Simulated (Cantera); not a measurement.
**Premixed flame**

A freely propagating, adiabatic, planar premixed flame of H2 : O2 : N2 = 1 : 0.294 : 1.11 (molar parts), unburnt at 600 K and 0.987 atm; mixture-averaged transport, grid criteria slope 0.08 and curve 0.16, no radiation.

Detailed kinetics in Cantera: the H2/O2 subset of GRI-Mech 3.0, which has no nitrogen chemistry. Burning velocities carry a grid error of a few per cent, more on coarse grids.

```json
[
 {"z (mm)": "-1.36", "T (K)": "600", "u (m/s)": "9.09", "x H2": "0.416", "x O2": "0.122", "x HO2": "<1e-8", "x H2O": "<1e-8", "x H2O2": "<1e-8", "x OH": "<1e-8"},
 {"z (mm)": "-0.904", "T (K)": "600", "u (m/s)": "9.09", "x H2": "0.416", "x O2": "0.122", "x HO2": "<1e-8", "x H2O": "<1e-8", "x H2O2": "<1e-8", "x OH": "<1e-8"},
 {"z (mm)": "-0.678", "T (K)": "600", "u (m/s)": "9.09", "x H2": "0.416", "x O2": "0.122", "x HO2": "<1e-8", "x H2O": "<1e-8", "x H2O2": "<1e-8", "x OH": "<1e-8"},
 {"z (mm)": "-0.452", "T (K)": "600", "u (m/s)": "9.09", "x H2": "0.416", "x O2": "0.122", "x HO2": "7.59e-7", "x H2O": "8.88e-8", "x H2O2": "<1e-8", "x OH": "<1e-8"},
 {"z (mm)": "-0.226", "T (K)": "620", "u (m/s)": "9.36", "x H2": "0.413", "x O2": "0.122", "x HO2": "0.000239", "x H2O": "0.000941", "x H2O2": "3.09e-6", "x OH": "7.90e-5"},
 {"z (mm)": "-0.113", "T (K)": "836", "u (m/s)": "12.4", "x H2": "0.379", "x O2": "0.116", "x HO2": "0.000162", "x H2O": "0.0201", "x H2O2": "8.93e-6", "x OH": "0.000717"},
 {"z (mm)": "0", "T (K)": "1261", "u (m/s)": "18.1", "x H2": "0.264", "x O2": "0.0730", "x HO2": "6.65e-5", "x H2O": "0.112", "x H2O2": "2.54e-6", "x OH": "0.00314"},
 {"z (mm)": "0.113", "T (K)": "1546", "u (m/s)": "21.9", "x H2": "0.169", "x O2": "0.0183", "x HO2": "1.62e-5", "x H2O": "0.215", "x H2O2": "1.47e-6", "x OH": "0.00642"},
 {"z (mm)": "0.226", "T (K)": "1669", "u (m/s)": "23.5", "x H2": "0.151", "x O2": "0.00527", "x HO2": "4.48e-6", "x H2O": "0.241", "x H2O2": "9.65e-7", "x OH": "0.00762"},
 {"z (mm)": "0.452", "T (K)": "1795", "u (m/s)": "25.1", "x H2": "0.155", "x O2": "0.00256", "x HO2": "2.06e-6", "x H2O": "0.249", "x H2O2": "5.86e-7", "x OH": "0.00850"},
 {"z (mm)": "0.904", "T (K)": "1930", "u (m/s)": "26.7", "x H2": "0.163", "x O2": "0.00177", "x HO2": "1.34e-6", "x H2O": "0.254", "x H2O2": "3.19e-7", "x OH": "0.00875"},
 {"z (mm)": "1.81", "T (K)": "2061", "u (m/s)": "28.2", "x H2": "0.171", "x O2": "0.00110", "x HO2": "8.30e-7", "x H2O": "0.259", "x H2O2": "1.70e-7", "x OH": "0.00815"},
 {"z (mm)": "3.62", "T (K)": "2177", "u (m/s)": "29.5", "x H2": "0.177", "x O2": "0.000581", "x HO2": "4.68e-7", "x H2O": "0.265", "x H2O2": "9.11e-8", "x OH": "0.00678"}
]
```
x: mole fraction of selected species; z is measured from the peak of heat release.

- laminar burning velocity = 909 cm/s
- thermal thickness = 0.452 mm
- peak x(HO2) = 0.000265
- peak x(H2O2) = 9.72e-6
- peak x(OH) = 0.00877
- grid points = 132
